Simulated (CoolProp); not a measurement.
A simple Rankine cycle with R236FA: condensing at 289.15 K, boiler at 0.985 MPa, turbine inlet 358.3 K, turbine efficiency 0.9, pump efficiency 0.7, no recuperator. Each further row changes one setting.

Values from CoolProp's reference Helmholtz-energy equation of state, Pan 2012.

```json
[
 {"case": "as stated", "thermal efficiency (%)": "11.4", "net work (kJ/kg)": "22.9", "heat in (kJ/kg)": "200", "turbine exit temperature (K)": "319.9", "volume ratio over the turbine": "5.15"},
 {"case": "turbine inlet 378.3 K", "thermal efficiency (%)": "11.3", "net work (kJ/kg)": "25.0", "heat in (kJ/kg)": "221", "turbine exit temperature (K)": "341.0", "volume ratio over the turbine": "5.01"},
 {"case": "condensing temperature 281.15 K", "thermal efficiency (%)": "13.0", "net work (kJ/kg)": "27.2", "heat in (kJ/kg)": "210", "turbine exit temperature (K)": "313.9", "volume ratio over the turbine": "6.87"},
 {"case": "boiler pressure 0.69 MPa", "thermal efficiency (%)": "9.2", "net work (kJ/kg)": "18.8", "heat in (kJ/kg)": "205", "turbine exit temperature (K)": "330.1", "volume ratio over the turbine": "3.47"},
 {"case": "turbine efficiency 0.8", "thermal efficiency (%)": "10.1", "net work (kJ/kg)": "20.2", "heat in (kJ/kg)": "200", "turbine exit temperature (K)": "322.9", "volume ratio over the turbine": "5.21"}
]
```
